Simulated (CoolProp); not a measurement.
Properties of carbonyl sulfide at several states.

Model: reference Helmholtz-energy equation of state, Lemmon 2006, in CoolProp. It is a short technical equation, of lower accuracy than the large ones.

| T (K) | p (MPa) | phase | density (kg/m³) | cp (kJ/(kg K)) | speed of sound (m/s) | Joule-Thomson coefficient (K/MPa) | fugacity coefficient |
|---|---|---|---|---|---|---|---|
| 175.4 | 0.012 | liquid | [?] | 1.168 | 1257 | -0.4893 | 0.4640 |
| 600.3 | 15.3 | supercritical | 213.3 | 1.083 | [?] | [?] | 0.8547 |
| 427.1 | 0.579 | gas | 10.01 | 0.7965 | 264.5 | 8.760 | 0.9792 |
| 204.7 | 0.0791 | liquid | [?] | 1.167 | 1120 | -0.4607 | 0.4971 |
| 488.2 | 13.2 | supercritical | 284.3 | 1.397 | [?] | [?] | [?] |

### Question
Some entries are withheld; supply them.

### Answer

- 175.4, density (kg/m³): 1272
- 600.3, speed of sound (m/s): 308.0
- 600.3, Joule-Thomson coefficient (K/MPa): 3.267
- 204.7, density (kg/m³): 1213
- 488.2, speed of sound (m/s): 255.7
- 488.2, Joule-Thomson coefficient (K/MPa): 5.154
- 488.2, fugacity coefficient: 0.7264
